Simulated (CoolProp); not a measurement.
Vapour-liquid equilibrium of acetone (1) + water (2) at 399.5 K; x and y are mole fractions of (1).

Values from CoolProp's multi-fluid Helmholtz-energy mixture model, Lemmon 2006 and Wagner 2002; pair parameters Bell 2016.

| x | bubble pressure (bar) | y at the bubble point | dew pressure at overall composition x (bar) | liquid density (mol/L) |
|---|---|---|---|---|
| 0.05 | 3.463 | 0.325 | 2.539 | 46.33 |
| 0.15 | 4.797 | 0.543 | 2.814 | 37.50 |
| 0.25 | 5.473 | 0.620 | 3.154 | 31.04 |
| 0.35 | 5.837 | 0.660 | 3.582 | 26.16 |
| 0.45 | 6.083 | 0.689 | 4.134 | 22.36 |
| 0.55 | 6.295 | 0.721 | 4.857 | 19.35 |
| 0.65 | 6.498 | 0.760 | 5.752 | 16.92 |
| 0.75 | 6.685 | 0.810 | 6.452 | 14.94 |
| 0.85 | 6.841 | 0.875 | 6.790 | 13.29 |
| 0.95 | 6.947 | 0.955 | 6.942 | 11.91 |

No azeotrope shows between x = 0.05 and 0.95.

Pair parameters are fitted to limited data, so mixtures are less certain than the pure fluids. With so large a gap from Raoult's law the liquid may split in two, which this calculation doesn't test in full.
